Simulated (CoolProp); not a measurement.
Properties of carbonyl sulfide at several states.

Values from CoolProp's reference Helmholtz-energy equation of state, Lemmon 2006. It is a short technical equation, of lower accuracy than the large ones.

```tsv
T (°C)	p (bar)	phase	Z	cv (kJ/(kg K))	speed of sound (m/s)	isothermal compressibility (1/MPa)	fugacity coefficient
225.05	19.2	gas	0.9575	0.6831	…	0.5442	…
196.95	30.1	gas	…	…	…	…	0.9219
310.95	31.3	gas	…	0.7162	304.7	0.3319	…
```

Question: What belongs in the gaps?

Answer: 
- 225.05, speed of sound (m/s): 280.9
- 225.05, fugacity coefficient: 0.9586
- 196.95, Z: 0.9173
- 196.95, cv (kJ/(kg K)): 0.6791
- 196.95, speed of sound (m/s): 266.4
- 196.95, isothermal compressibility (1/MPa): 0.3633
- 310.95, Z: 0.9618
- 310.95, fugacity coefficient: 0.9621
